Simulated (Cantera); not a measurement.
A closed system holds: 1 mol CH3F, 0.24 mol F2, 1.2 mol H2, held at 9.60e-5 bar.

Cantera equilibrium calculation (NASA polynomials, part measured and part estimated; ideal gas, pure solids and liquids). Candidate condensed phases: C, C6H6, C7H8, C8H18; 95 gas species. Kinetics and transport are ignored. All values below are at 3223 K.

Base state: H 0.684, F 0.176, C 0.120, HF 0.0144, C2 0.00310, CF 0.000985, C3 0.000920, H2 0.000503 (mole fractions); condensed: gas only.

### Question
What changes in the equilibrium state with this change: H2 from 1.2 to 0.088 mol?

### Answer
| species | before | after |
|---|---|---|
| H | 0.684 | 0.561 |
| F | 0.176 | 0.251 |
| C | 0.120 | 0.162 |
| HF | 0.0144 | 0.0167 |
| C3 | 0.000920 | 0.00228 |
| CF | 0.000985 | 0.00190 |
